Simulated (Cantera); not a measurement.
**Ammonia decomposition in nitride growth gas**

An isothermal, constant-pressure homogeneous reactor starts with NH₃ : H₂ : N₂ = 1 : 0.97 : 0.016 (molar parts), at 1673 K and 50.3 Torr.

Detailed kinetics in Cantera: the gas-phase N/H chemistry of the illustrative SiF4/NH3 mechanism in the Surface Chemkin manual (1991). Walls and surfaces, which speed up NH3 decomposition in real reactors, are not modelled.

```tsv
t (s)	x NH₃	x H₂	x N₂	x N₂H₂	x NH₂	x N₂H₄
2.00e-5	0.504	0.488	0.00806	<1e-12	1.39e-7	<1e-12
0.000138	0.504	0.488	0.00806	7.84e-12	9.82e-7	<1e-12
0.000946	0.504	0.488	0.00806	9.16e-10	6.77e-6	3.38e-11
0.00650	0.503	0.488	0.00806	5.72e-8	4.61e-5	1.61e-9
0.0447	0.503	0.489	0.00830	7.59e-7	0.000148	1.66e-8
0.308	0.495	0.494	0.0108	7.54e-7	0.000147	1.65e-8
2.11	0.448	0.526	0.0263	6.49e-7	0.000138	1.45e-8
14.5	0.248	0.660	0.0918	2.78e-7	9.25e-5	6.50e-9
100	0.0238	0.811	0.165	1.12e-8	1.73e-5	2.26e-10
```
x: mole fraction; the columns are a selection and need not sum to one.

Equilibrium at this temperature and pressure: NH₃ 8.04e-7, H₂ 0.827, N₂ 0.173, N₂H₂ <1e-12, NH₂ 9.77e-10, N₂H₄ <1e-12 (gas phase only).
